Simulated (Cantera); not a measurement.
Input: 1 mol MgCO3, 0.058 mol H2, 0.038 mol CO2, at 100000 Pa.

Cantera equilibrium calculation (NASA polynomials, part measured and part estimated; ideal gas, pure solids and liquids). Candidate condensed phases: C, C6H6, C7H8, C8H18, H2O, Mg, MgCO3, MgO, Mg(OH)2; 116 gas species. Kinetics and transport are ignored.

x: gas mole fraction; n: condensed amount in mol.

```json
[
 {"T (K)": "723", "x CO2": "0.923", "x CO": "0.0243", "x H2O": "0.0438", "x H2": "0.00883", "x CH4": "0.000416", "x OH": "<1e-12", "n C(graphite)": "0.0101", "n MgO(s)": "1.00"},
 {"T (K)": "823", "x CO2": "0.902", "x CO": "0.0448", "x H2O": "0.0448", "x H2": "0.00806", "x CH4": "6.47e-6", "x OH": "<1e-12", "n C(graphite)": "0", "n MgO(s)": "1.00"},
 {"T (K)": "923", "x CO2": "0.899", "x CO": "0.0477", "x H2O": "0.0477", "x H2": "0.00518", "x CH4": "4.98e-8", "x OH": "<1e-12", "n C(graphite)": "0", "n MgO(s)": "1.00"},
 {"T (K)": "1023", "x CO2": "0.898", "x CO": "0.0494", "x H2O": "0.0494", "x H2": "0.00355", "x CH4": "9.18e-10", "x OH": "9.03e-12", "n C(graphite)": "0", "n MgO(s)": "1.00"},
 {"T (K)": "1123", "x CO2": "0.897", "x CO": "0.0503", "x H2O": "0.0503", "x H2": "0.00259", "x CH4": "3.35e-11", "x OH": "2.17e-10", "n C(graphite)": "0", "n MgO(s)": "1.00"},
 {"T (K)": "1223", "x CO2": "0.896", "x CO": "0.0509", "x H2O": "0.0509", "x H2": "0.00198", "x CH4": "2.09e-12", "x OH": "3.10e-9", "n C(graphite)": "0", "n MgO(s)": "1.00"},
 {"T (K)": "1323", "x CO2": "0.896", "x CO": "0.0513", "x H2O": "0.0513", "x H2": "0.00159", "x CH4": "<1e-12", "x OH": "2.96e-8", "n C(graphite)": "0", "n MgO(s)": "1.00"},
 {"T (K)": "1423", "x CO2": "0.895", "x CO": "0.0516", "x H2O": "0.0516", "x H2": "(withheld)", "x CH4": "<1e-12", "x OH": "(withheld)", "n C(graphite)": "0", "n MgO(s)": "1.00"},
 {"T (K)": "1523", "x CO2": "0.895", "x CO": "0.0518", "x H2O": "0.0518", "x H2": "(withheld)", "x CH4": "<1e-12", "x OH": "(withheld)", "n C(graphite)": "0", "n MgO(s)": "1.00"},
 {"T (K)": "1623", "x CO2": "0.895", "x CO": "0.0519", "x H2O": "0.0519", "x H2": "0.000972", "x CH4": "<1e-12", "x OH": "4.82e-6", "n C(graphite)": "0", "n MgO(s)": "1.00"},
 {"T (K)": "1723", "x CO2": "0.895", "x CO": "0.0521", "x H2O": "0.0520", "x H2": "0.000862", "x CH4": "<1e-12", "x OH": "1.77e-5", "n C(graphite)": "0", "n MgO(s)": "1.00"}
]
```

### Question
What belongs in the gaps?

### Answer

- 1423, x H2: 0.00131
- 1423, x OH: 2.05e-7
- 1523, x H2: 0.00112
- 1523, x OH: 1.10e-6
